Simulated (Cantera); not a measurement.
Predominance diagram of Li at 752 °C against the partial pressures of O2 and Cl2 (log10, bar). Cantera with NASA thermochemical tables; ideal gases at 1 bar, condensed phases pure. Candidates: Li(l), LiCl(l), Li2O(s). Only these pure phases compete in this equilibrium. Not in the tables: the peroxide.

```
log p(Cl2) \ log p(O2)
        columns: -25, -23.8, -22.6, -21.4, -20.2, -19, -17.9, -16.7, -15.5, -14.3, -13.1, -11.9, -10.7, -9.5, -8.3, -7.1, -6, -4.8, -3.6, -2.4, -1.2, 0
      0  A A A A A A A A A A A A A A A A A A A A A A
   -2.9  A A A A A A A A A A A A A A A A A A A A A A
   -5.9  A A A A A A A A A A A A A A A A A A A A A A
   -8.8  A A A A A A A A A A A A A A A A A A A A A A
  -11.7  A A A A A A A A A A A A A A A A A A B B B B
  -14.6  A A A A A A A A A A A A A A B B B B B B B B
  -17.6  A A A A A A A A A B B B B B B B B B B B B B
  -20.5  A A A A B B B B B B B B B B B B B B B B B B
  -23.4  B B B B B B B B B B B B B B B B B B B B B B
  -26.4  B B B B B B B B B B B B B B B B B B B B B B
  -29.3  B B B B B B B B B B B B B B B B B B B B B B
  -32.2  B B B B B B B B B B B B B B B B B B B B B B
  -35.1  B B B B B B B B B B B B B B B B B B B B B B
  -38.1  B B B B B B B B B B B B B B B B B B B B B B
    -41  B B B B B B B B B B B B B B B B B B B B B B
```

A: LiCl(l); B: Li2O(s).
